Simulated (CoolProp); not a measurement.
A single-stage vapour-compression cycle with CH2F2 (R32): evaporating at 213.15 K (dew point), condensing at 254.15 K (bubble point), superheat 2 K, subcooling 5 K, compressor efficiency 0.7, no pressure losses. Each further row changes one setting.

Values from CoolProp's reference Helmholtz-energy equation of state, Tillner-Roth 1997.

```tsv
case	cooling COP	pressure ratio	discharge temperature (K)	refrigerating effect (kJ/kg)	volumetric capacity (kJ/m³)
as stated	3.08	6.49	351.1	334	651
evaporating temperature 218.15 K	?	4.95	335.9	337	847
condensing temperature 249.15 K	3.59	5.36	?	343	667
subcooling 10 K	3.16	6.49	351.1	343	667
superheat 12 K	3.01	6.49	?	343	?
compressor efficiency 0.6	2.64	6.49	369.9	334	651
```

Q: What belongs in the gaps?

A: 
- evaporating temperature 218.15 K, cooling COP: 3.68
- condensing temperature 249.15 K, discharge temperature (K): 336.1
- superheat 12 K, discharge temperature (K): 365.2
- superheat 12 K, volumetric capacity (kJ/m³): 634
